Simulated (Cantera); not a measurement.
Feed: 1 mol KCl, 0.44 mol H2, held at 3.68 Torr.

Cantera equilibrium calculation (NASA polynomials, part measured and part estimated; ideal gas, pure solids and liquids). Candidate condensed phases: K, KCl; 10 gas species. Rates play no part.

**Question.** What share of the K ends up in condensed phases as a function of T (K), at 625, 675, 725, 775, 825, 875, 925, 975, 1025, 1075, 1125, 1175, 1225?

**Answer.** 
```
T (K)  K condensed (%)      as
-----  ---------------  ------
625              100.0  KCl(s)
675              100.0  KCl(s)
725              100.0  KCl(s)
775              100.0  KCl(s)
825              100.0  KCl(s)
875              100.0  KCl(s)
925               99.7  KCl(s)
975               98.9  KCl(s)
1025              95.6  KCl(s)
1075              85.2  KCl(l)
1125              44.6  KCl(l)
1175               0.0       -
1225               0.0       -
```
